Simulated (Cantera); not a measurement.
A closed system holds: 1 mol TiCl₄, 0.28 mol C₃H₈, 10 mol H₂, at 4.60 mbar.

These are equilibrium values from Cantera (NASA tables, ideal gas, pure condensed phases), not measurements of a reactor. Candidate condensed phases: C, C₆H₆, C₇H₈, C₈H₁₈, Ti, TiC, TiCl₂, TiCl₃, TiCl₄; 96 gas species. The tables' values for TiCl₂ are old estimates; treat these amounts as uncertain. TiC: taken at fixed stoichiometry. The numbers say what is thermodynamically allowed, not how fast it happens.

Q: At 1152 °C, list the 4 most abundant gas species with their mole fractions, and the condensed phases.

A: H₂ 0.719, HCl 0.269, TiCl₃ 0.0109, TiCl₄ 0.00124. Condensed: TiC(s).
